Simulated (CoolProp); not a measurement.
The numbers come from the reference Helmholtz-energy equation of state, Thol 2018 in CoolProp.

Q: For hydrogen chloride, give the phase and the cp (kJ/(kg K)), Joule-Thomson coefficient (K/MPa) at 261.05 °C and 0.194 MPa; 384.85 °C and 11.9 MPa.

A: 
- 261.05 °C and 0.194 MPa: gas; cp 0.808, Joule-Thomson coefficient 5.02
- 384.85 °C and 11.9 MPa: supercritical; cp 0.910, Joule-Thomson coefficient 2.63
